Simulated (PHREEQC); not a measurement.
# Reverse-osmosis permeate (model solution)

Synthetic water in mmol/kgw, 25 °C, pH 5.86, pe 11.2:

```json
[
 {"constituent": "Na", "mmol/kgw": "0.0562"},
 {"constituent": "K", "mmol/kgw": "0.0032"},
 {"constituent": "Ca", "mmol/kgw": "0.0242"},
 {"constituent": "Mg", "mmol/kgw": "0.0239"},
 {"constituent": "Cl", "mmol/kgw": "0.104"},
 {"constituent": "S(6)", "mmol/kgw": "0.00951"},
 {"constituent": "Alkalinity (meq/kgw)", "mmol/kgw": "0.0329"},
 {"constituent": "Cd", "mmol/kgw": "0.00484"}
]
```

Valence states are taken as typed.

Computed with PHREEQC (ion-association model, phreeqc.dat).

Precipitation was switched off in this run.

**Question.** Predict the charge-balance error.

**Answer.** charge-balance error 2.9 %.

**Question.** In which forms is C present?

**Answer.** CO2 75 %, HCO3- 25 % of the C.
